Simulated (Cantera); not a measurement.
Feed: 1 mol B2O3, 0.45 mol NH3, equilibrated at 133 Pa.

Equilibrium computed with Cantera from the NASA thermochemical tables; the gas is ideal and each condensed phase is pure. Candidate condensed phases: B, BN, B2O3, B3O3H3, H2O; 39 gas species. Equilibrium is a limit: real reactors are often held back by kinetics, nucleation or transport.

At 2073 K, list the 6 most abundant gas species with their mole fractions, and the condensed phases.

B2O3 0.357, H2 0.228, HBO2 0.131, N2 0.112, BO 0.0771, HBO 0.0377. Condensed: gas only.
